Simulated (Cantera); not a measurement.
Thermodynamics of titanium nitride, carbide and oxide coatings, feed Ti(OiPr)4 + O2 + H2

Feed: 1 mol Ti(OiPr)4, a varied amount of O2, 9.8 mol H2, at 1873.15 K and 518 Torr.

Method: chemical equilibrium by Gibbs-energy minimisation in Cantera with the NASA 1993 tables (ideal gas, pure condensed phases). Candidate condensed phases: C, C6H6, C7H8, C8H18, H2O, Ti, TiC, TiO, TiO2, Ti2O3, Ti3O5, Ti4O7; 113 gas species. The feed counts by its element totals alone. TiC: taken at fixed stoichiometry. Condensed phases not in the tables: Magnéli phases beyond Ti4O7. Gases not in the tables: TiO(OH)2. Kinetics and transport are ignored.

| n(O2) (mol) | x H2 | x H2O | x CO | x CO2 | x H | x CH4 | x C2H2 (acetylene) | n C(graphite) | n TiC(s) | n Ti3O5(s) | n TiO2(rutile) |
|---|---|---|---|---|---|---|---|---|---|---|---|
| 0.83 | 0.807 | 2.15e-5 | 0.192 | 1.25e-6 | 0.000699 | 0.000274 | 0.000252 | 5.32 | 1.00 | 0 | 0 |
| 3.2 | 0.695 | 2.93e-5 | 0.304 | 3.13e-6 | 0.000648 | 0.000203 | 0.000217 | 0.579 | 1.00 | 0 | 0 |
| 5.5 | 0.631 | 0.0330 | 0.331 | 0.00421 | 0.000618 | 1.47e-7 | 1.52e-10 | 0 | 0 | 0.333 | 0 |
| 7.9 | 0.523 | 0.141 | 0.314 | 0.0207 | 0.000563 | 1.86e-8 | 4.27e-12 | 0 | 0 | 0 | 1.000 |
| 10 | 0.425 | 0.239 | 0.295 | 0.0403 | 0.000507 | 5.55e-9 | <1e-12 | 0 | 0 | 0 | 1.000 |
| 13 | 0.296 | 0.369 | 0.257 | 0.0781 | 0.000423 | 1.05e-9 | <1e-12 | 0 | 0 | 0 | 1.000 |
| 15 | 0.218 | 0.447 | 0.223 | 0.112 | 0.000363 | 3.01e-10 | <1e-12 | 0 | 0 | 0 | 1.000 |
| 17 | 0.148 | 0.516 | 0.181 | 0.154 | 0.000299 | 6.67e-11 | <1e-12 | 0 | 0 | 0 | 1.000 |
| 20 | 0.0622 | 0.602 | 0.0998 | 0.235 | 0.000194 | 2.33e-12 | <1e-12 | 0 | 0 | 0 | 1.000 |
x: gas mole fraction; n: condensed amount in mol.

From 0.83 mol O2 to 3.2 mol O2 the condensed part is C(graphite) + TiC(s). At 5.5 mol O2 the condensed part is Ti3O5(s). From 7.9 mol O2 to 20 mol O2 the condensed part is TiO2(rutile).
